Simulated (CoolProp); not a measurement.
Values from CoolProp's reference Helmholtz-energy equation of state, Lemmon 2006. It is a short technical equation, of lower accuracy than the large ones.

**Question.** For toluene, give the phase and the cv (kJ/(kg K)), speed of sound (m/s), viscosity (µPa s) at 489 K and 29.5 bar; 489 K and 177 bar; 489 K and 383 bar.

**Answer.** 
- 489 K and 29.5 bar: liquid; cv 1.85, speed of sound 592, viscosity 129
- 489 K and 177 bar: liquid; cv 1.85, speed of sound 767, viscosity 157
- 489 K and 383 bar: liquid; cv 1.86, speed of sound 927, viscosity 188

Viscosity comes from a separate model (Avgeri 2015).
